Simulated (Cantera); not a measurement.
What does this Cantera script print?

```python
import numpy as np
import cantera as ct

surf = ct.Interface("ptcombust.yaml", "Pt_surf")
gas = surf.adjacent["gas"]
gas.TPX = 850, 160000, {'H2': 0.0034, 'O2': 0.033, 'N2': 0.79}
surf.TP = 850, 160000
reactor = ct.FlowReactor(gas, clone=False)
reactor.area = 0.0001  # m2
reactor.surface_area_to_volume_ratio = 160  # 1/m
reactor.mass_flow_rate = 2.8 * reactor.area * gas.density  # inlet velocity 2.8 m/s
reactor.energy_enabled = False
wall = ct.ReactorSurface(surf, reactor, clone=False)
net = ct.ReactorNet([reactor])
net.rtol, net.atol = 1e-8, 1e-16
show, cover = ['H2', 'O2', 'H2O'], ['PT(S)', 'H(S)', 'O(S)', 'OH(S)', 'CO(S)', 'C(S)']

rows = []
print(f"{'z/m':>9s}{'u/(m/s)':>9s}" + "".join(f"{s:>13s}" for s in show + cover))
for z in [0.00071, 0.0013, 0.0023, 0.004, 0.0071, 0.013, 0.023, 0.04, 0.071]:
    net.advance(z)
    rows.append([reactor.speed, *gas[show].X, *surf[cover].coverages])
    print(f"{z:9.4g}{rows[-1][0]:9.3g}" + "".join(f"{x:13.4e}" for x in rows[-1][1:]))
```

Result:

```
      z/m  u/(m/s)           H2           O2          H2O        PT(S)         H(S)         O(S)        OH(S)        CO(S)         C(S)
  0.00071      2.8   3.1421e-03   3.9465e-02   9.7413e-04   1.7074e-01   7.6652e-08   8.2729e-01   1.9683e-03   3.8907e-27   7.4712e-30
   0.0013      2.8   2.6009e-03   3.9204e-02   1.5165e-03   1.4972e-01   6.2565e-08   8.4831e-01   1.9627e-03  -1.7243e-26   1.2471e-29
   0.0023      2.8   1.9726e-03   3.8902e-02   2.1460e-03   1.2751e-01   4.8664e-08   8.7055e-01   1.9379e-03   2.3420e-27   5.9651e-30
    0.004      2.8   1.3252e-03   3.8591e-02   2.7948e-03   1.0766e-01   3.7143e-08   8.9044e-01   1.8975e-03   1.1136e-27   3.1145e-30
   0.0071      2.8   7.1640e-04   3.8298e-02   3.4048e-03   9.2029e-02   2.8712e-08   9.0612e-01   1.8526e-03  -4.3215e-28  -3.7108e-30
    0.013     2.79   2.5782e-04   3.8077e-02   3.8643e-03   8.2135e-02   2.3677e-08   9.1605e-01   1.8176e-03   6.9019e-29   1.3353e-31
    0.023     2.79   5.1885e-05   3.7978e-02   4.0707e-03   7.8175e-02   2.1730e-08   9.2002e-01   1.8021e-03   3.8168e-28   9.3411e-31
     0.04     2.79   3.6459e-06   3.7955e-02   4.1190e-03   7.7288e-02   2.1299e-08   9.2091e-01   1.7985e-03   1.6611e-29   2.6503e-32
    0.071     2.79   2.9336e-08   3.7953e-02   4.1227e-03   7.7222e-02   2.1267e-08   9.2098e-01   1.7983e-03   1.3350e-26   3.7696e-29
```

Model: Deutschmann's 1995 Pt surface mechanism with GRI-Mech 3.0 gas chemistry, integrated in Cantera. Catalytic surfaces can have several steady states; this one follows from the mechanism file's or the stated starting coverage. Mass transfer to the wall is taken as infinitely fast.
